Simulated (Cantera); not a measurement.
**Equilibrium for tantalum, niobium, vanadium and zirconium in process gases: V + H2O**

A closed system holds: 1 mol V, 4.3 mol H2O, at 1823 K and 15.0 Torr.

Equilibrium computed with Cantera from the NASA thermochemical tables; the gas is ideal and each condensed phase is pure. Candidate condensed phases: H2O, V, VO, V2O3, V2O4, V2O5; 12 gas species. Condensed phases not in the tables: the oxides between V2O3 and V2O5 other than VO2. The numbers say what is thermodynamically allowed, not how fast it happens.

```yaml
x(H2O): 0.650
x(H2): 0.348
x(H): 0.00181
x(VO2): 0.000353
x(OH): 0.000235
n(V2O3(s)): 0.499 mol
gas_amount: 4.306 mol
log10 activity of V(s) (absent): -5.18
log10 activity of V2O5(l) (absent): -5.26
```
